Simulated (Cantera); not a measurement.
Input: 1 mol CH3OH, 2.8 mol CO2, 24 mol H2, equilibrated at 0.150 bar.

Cantera equilibrium calculation (NASA polynomials, part measured and part estimated; ideal gas, pure solids and liquids). Candidate condensed phases: C, C6H6, C7H8, C8H18, H2O; 110 gas species. Rates play no part.

Task: At 2348 K, list the 4 most abundant gas species with their mole fractions, and the condensed phases.

Result: H2 0.756, CO 0.123, H2O 0.0895, H 0.0277. Condensed: gas only.
